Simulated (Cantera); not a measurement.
## Adiabatic ignition

An adiabatic, constant-pressure homogeneous reactor starts with 38.4 % H2, 12.8 % O2, 48.1 % N2, 0.692 % NO, at 1750 K and 10.9 atm.

Cantera simulation using GRI-Mech 3.0 (53 species, 325 reactions); the numbers are that mechanism's predictions, not measurements. The hydrogen kinetics of GRI-Mech 3.0 are dated; newer H2 mechanisms differ, most at raised pressure. Above 3000 K some thermodynamic fits are extrapolated.

```
t (s)     T (K)   x H2     x O2   x H2O2      x O    x HO2     x NO
--------  -----  -----  -------  -------  -------  -------  -------
2.00e-6    2994  0.143  0.00337  9.52e-7  0.00469  8.61e-6  0.00741
8.60e-6    3166  0.143  0.00177  7.98e-7  0.00249  4.61e-6  0.00664
3.69e-5    3172  0.142  0.00186  8.27e-7  0.00259  4.84e-6  0.00506
0.000159   3173  0.142  0.00189  8.37e-7  0.00262  4.91e-6  0.00459
0.000682   3173  0.142  0.00189  8.37e-7  0.00262  4.91e-6  0.00458
0.00293    3173  0.142  0.00189  8.37e-7  0.00262  4.91e-6  0.00458
0.0126     3173  0.142  0.00189  8.37e-7  0.00262  4.91e-6  0.00458
0.0541     3173  0.142  0.00189  8.37e-7  0.00262  4.91e-6  0.00458
0.233      3173  0.142  0.00189  8.37e-7  0.00262  4.91e-6  0.00458
1.00       3173  0.142  0.00189  8.37e-7  0.00262  4.91e-6  0.00458
```
x: mole fraction; the columns are a selection and need not sum to one.

The time of steepest temperature rise is 0.632 µs and the temperature at 1.00 s comes out as 3173 K. The equilibrium temperature is 3173 K. The x(H2) at 1.00 s is 0.142 (gas-phase equilibrium 0.142), the x(O2) at 1.00 s is 0.00189 (gas-phase equilibrium 0.00189) and the x(H2O2) at 1.00 s is 8.37e-7 (gas-phase equilibrium 8.37e-7).
